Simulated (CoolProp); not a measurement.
Values from CoolProp's reference Helmholtz-energy equation of state, Lemmon 2005. It is a short technical equation, of lower accuracy than the large ones.

Problem. For trans-2-butene, give the phase and the cv (kJ/(kg K)), isothermal compressibility (1/MPa) at -38.75 °C and 0.205 MPa; -38.75 °C and 9.53 MPa; -38.75 °C and 15.4 MPa.

Solution. 
- -38.75 °C and 0.205 MPa: liquid; cv 1.45, isothermal compressibility 0.00134
- -38.75 °C and 9.53 MPa: liquid; cv 1.45, isothermal compressibility 0.00118
- -38.75 °C and 15.4 MPa: liquid; cv 1.46, isothermal compressibility 0.00110
